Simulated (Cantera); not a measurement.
Feed: 1 mol AlN, 0.014 mol HCl, equilibrated at 0.133 bar.

Cantera equilibrium calculation (NASA polynomials, part measured and part estimated; ideal gas, pure solids and liquids). Candidate condensed phases: Al, AlCl3, AlN, NH4Cl; 20 gas species. The tables' values for AlCl2 are old estimates; treat these amounts as uncertain. Kinetics and transport are ignored.

log p: log10 of the partial pressure in bar; n: condensed amount in mol.

| T (°C) | log p H2 | log p AlCl3 | log p N2 | log p HCl | log p AlCl2 | log p AlCl | n AlN(s) |
|---|---|---|---|---|---|---|---|
| 777 | -1.24 | -1.42 | -1.72 | -1.73 | -6.03 | (withheld) | 0.996 |
| 827 | -1.24 | -1.42 | -1.72 | -1.74 | -5.55 | (withheld) | 0.996 |
| 877 | -1.24 | -1.41 | -1.72 | -1.75 | -5.11 | (withheld) | 0.996 |
| 927 | -1.24 | -1.41 | -1.71 | -1.76 | -4.72 | (withheld) | 0.996 |
| 977 | -1.24 | -1.41 | -1.71 | -1.77 | -4.35 | (withheld) | 0.996 |
| 1027 | -1.24 | -1.41 | -1.71 | -1.77 | -4.01 | (withheld) | 0.996 |
| 1077 | -1.23 | -1.41 | -1.71 | -1.78 | -3.70 | (withheld) | 0.996 |
| 1127 | -1.23 | -1.41 | -1.71 | -1.78 | -3.42 | (withheld) | 0.996 |
| 1177 | -1.23 | -1.42 | -1.71 | -1.79 | -3.15 | (withheld) | 0.996 |
| 1227 | -1.23 | -1.42 | -1.71 | -1.80 | -2.91 | (withheld) | 0.996 |

### Question
Complete the blanks.

### Answer

- 777, log p AlCl: -8.67
- 827, log p AlCl: -7.89
- 877, log p AlCl: -7.17
- 927, log p AlCl: -6.51
- 977, log p AlCl: -5.90
- 1027, log p AlCl: -5.35
- 1077, log p AlCl: -4.83
- 1127, log p AlCl: -4.36
- 1177, log p AlCl: -3.91
- 1227, log p AlCl: -3.50
